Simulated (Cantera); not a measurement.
A closed system holds: 1 mol Fe2O3, 4.4 mol H2, 1.6 mol H2O, equilibrated at 1327 °C and 0.0230 bar.

Cantera equilibrium calculation (NASA polynomials, part measured and part estimated; ideal gas, pure solids and liquids). Candidate condensed phases: Fe, FeO, Fe(OH)2, Fe(OH)3, Fe2O3, Fe3O4, H2O; 12 gas species. The tables' stoichiometric FeO is somewhat more stable than real wüstite, so its field is too wide. FeO: taken at fixed stoichiometry. Rates play no part.

Base state: H2 0.566, H2O 0.433, H 0.000270, Fe 2.85e-5, Fe(OH)2 1.65e-5 (mole fractions); condensed: FeO(s).

Task: What changes in the equilibrium state with this change: Fe2O3 replaced by V2O3?

Result: 
| species | before | after |
|---|---|---|
| H2 | 0.566 | 0.733 |
| H2O | 0.433 | 0.267 |
| H | 0.000270 | 0.000307 |
| Fe | 2.85e-5 | 0 |
| Fe(OH)2 | 1.65e-5 | 0 |
| FeO(s), mol | 2.00 | 0 |
| V2O3(s), mol | 0 | 1.000 |
Condensed phases not in the tables: the oxides between V2O3 and V2O5 other than VO2. Further candidate phases: V, VO, V2O3, V2O4, V2O5.
